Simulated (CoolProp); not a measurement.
Vapour-liquid equilibrium of dimethyl ether (1) + methanol (2) at 69.8 kPa; x and y are mole fractions of (1).

Values from CoolProp's multi-fluid Helmholtz-energy mixture model, Wu 2011 and de Reuck 1993; pair parameters Bell 2016.

```json
[
 {"x": "0.05", "bubble temperature (K)": "294.7", "y at the bubble point": "0.803", "dew temperature at overall composition x (K)": "327.2", "liquid density (mol/L)": "23.98"},
 {"x": "0.2", "bubble temperature (K)": "261.5", "y at the bubble point": "0.976", "dew temperature at overall composition x (K)": "323.2", "liquid density (mol/L)": "23.10"},
 {"x": "0.35", "bubble temperature (K)": "252.4", "y at the bubble point": "0.988", "dew temperature at overall composition x (K)": "318.6", "liquid density (mol/L)": "21.69"},
 {"x": "0.5", "bubble temperature (K)": "248.3", "y at the bubble point": "0.992", "dew temperature at overall composition x (K)": "313.0", "liquid density (mol/L)": "20.27"},
 {"x": "0.65", "bubble temperature (K)": "245.9", "y at the bubble point": "0.994", "dew temperature at overall composition x (K)": "305.7", "liquid density (mol/L)": "18.93"},
 {"x": "0.8", "bubble temperature (K)": "243.7", "y at the bubble point": "0.995", "dew temperature at overall composition x (K)": "295.0", "liquid density (mol/L)": "17.69"},
 {"x": "0.95", "bubble temperature (K)": "241.1", "y at the bubble point": "0.998", "dew temperature at overall composition x (K)": "272.0", "liquid density (mol/L)": "16.56"}
]
```

No azeotrope shows between x = 0.05 and 0.95.

The pair parameters rest on a limited set of measurements; away from them the model extrapolates. With so large a gap from Raoult's law the liquid may split in two, which this calculation doesn't test in full.
